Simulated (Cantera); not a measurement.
An adiabatic, constant-pressure homogeneous reactor starts with 21.2 % CO, 10.4 % H2, 14.4 % O2, 54.1 % N2, at 1298 K and 760000 Pa.

Model: GRI-Mech 3.0 (53 species, 325 reactions), integrated in Cantera. The hydrogen kinetics of GRI-Mech 3.0 are dated; newer H2 mechanisms differ, most at raised pressure.

One state of this run: T (K) = 2880; x CO = 0.0841; x H2 = 0.00768; x O2 = 0.0197; x NO = 0.0110; x HO2 = 9.53e-6. x: mole fraction; the columns are a selection and need not sum to one.

Problem. Which value of t (s) does it belong to?
A) 9.85e-6
B) 0.0296
C) 3.09e-5
D) 9.70e-5

Solution. B, 0.0296
